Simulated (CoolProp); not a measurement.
CF4 (R14) along the isotherm 254.7 K: Z from the reference equation and from simpler models built on Tc = 227.4 K, pc = 3762 kPa, ω = 0.178; each cubic takes its own stable root.

The numbers come from the reference Helmholtz-energy equation of state, Platzer 1990 in CoolProp. This equation is an older, rougher fit; its heat capacities, sound speeds and derivatives of the liquid may be far off and weren't checked against measurements.

| p (kPa) | phase | reference | van der Waals | Soave-Redlich-Kwong |
|---|---|---|---|---|
| 17.8 | gas | 0.9989 | 0.9989 | 0.9989 |
| 36.6 | gas | 0.9977 | 0.9978 | 0.9977 |
| 75.3 | gas | 0.9952 | 0.9955 | 0.9953 |
| 155 | gas | 0.9901 | 0.9907 | 0.9903 |
| 317 | gas | 0.9797 | 0.9808 | 0.9801 |
| 652 | gas | 0.9580 | 0.9599 | 0.9587 |
| 1340 | gas | 0.9119 | 0.9145 | 0.9132 |
| 2750 | gas | 0.8104 | 0.8081 | 0.8130 |
| 5640 | supercritical | 0.5574 | 0.4893 | 0.5786 |
